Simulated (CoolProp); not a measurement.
Saturation properties of hydrogen chloride.

Computed with CoolProp (reference Helmholtz-energy equation of state, Thol 2018).

| T (°C) | p (MPa) | enthalpy of vaporisation (kJ/kg) | liquid cp (kJ/(kg K)) | vapour Z |
|---|---|---|---|---|
| -27.55 | 1.168 | 366.8 | 1.799 | 0.8507 |
| -23.75 | (withheld) | 360.2 | 1.820 | 0.8384 |
| -19.85 | 1.484 | 353.1 | 1.844 | 0.8252 |
| -16.05 | 1.661 | 345.9 | 1.871 | 0.8116 |
| -12.15 | 1.859 | 338.2 | 1.903 | 0.7970 |
| -8.35 | 2.069 | 330.3 | 1.937 | 0.7819 |
| -4.45 | 2.301 | 321.8 | 1.978 | 0.7657 |
| -0.65 | 2.546 | (withheld) | 2.024 | 0.7491 |
| 3.25 | 2.816 | 303.6 | 2.079 | (withheld) |
| 7.05 | 3.099 | 293.9 | 2.142 | (withheld) |

Q: Complete the blanks.

A: 
- -23.75, p (MPa): 1.317
- -0.65, enthalpy of vaporisation (kJ/kg): 313.1
- 3.25, vapour Z: 0.7311
- 7.05, vapour Z: 0.7126

It boils at -85.0 °C under 1 atm.
